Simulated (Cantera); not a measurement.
SiCl₄ + H₂ (chlorosilane synthesis and conversion)

Charge: 1 mol SiCl₄, 2.2 mol H₂, held at 650 K and 28.0 bar.

Equilibrium computed with Cantera from the NASA thermochemical tables; the gas is ideal and each condensed phase is pure. Candidate condensed phases: Si; 19 gas species. The numbers say what is thermodynamically allowed, not how fast it happens.

```yaml
x(H₂): 0.683
x(SiCl₄): 0.308
x(HCl): 0.00414
x(SiHCl₃): 0.00413
x(SiH₂Cl₂): 3.22e-6
gas_amount: 3.200 mol
log10 activity of Si(s) (absent): -7.44
```
